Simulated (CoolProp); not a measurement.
Saturation properties of 1-butene.

Model: reference Helmholtz-energy equation of state, Lemmon 2005, in CoolProp. It is a short technical equation, of lower accuracy than the large ones.

| T (K) | p (bar) | vapour density (kg/m³) | enthalpy of vaporisation (kJ/kg) | liquid cp (kJ/(kg K)) |
|---|---|---|---|---|
| 325.4 | 6.301 | 15.27 | 327.7 | 2.473 |
| 331.1 | 7.251 | 17.56 | 320.0 | 2.514 |
| 336.9 | 8.323 | 20.19 | 311.9 | 2.560 |
| 342.6 | 9.485 | 23.09 | 303.4 | 2.609 |
| 348.4 | 10.79 | 26.40 | 294.4 | 2.663 |
| 354.1 | 12.19 | 30.06 | 285.1 | 2.723 |
| 359.9 | 13.75 | 34.27 | 274.9 | 2.791 |
| 365.6 | 15.42 | 38.95 | 264.3 | 2.868 |
| 371.4 | 17.27 | 44.37 | 252.8 | 2.960 |
| 377.1 | 19.25 | 50.48 | 240.5 | 3.068 |
| 382.9 | 21.43 | 57.67 | 226.9 | 3.205 |
| 388.6 | 23.76 | 65.96 | 212.1 | 3.380 |
| 394.3 | 26.27 | 75.86 | 195.5 | 3.623 |

It boils at 266.8 K under 1 atm.
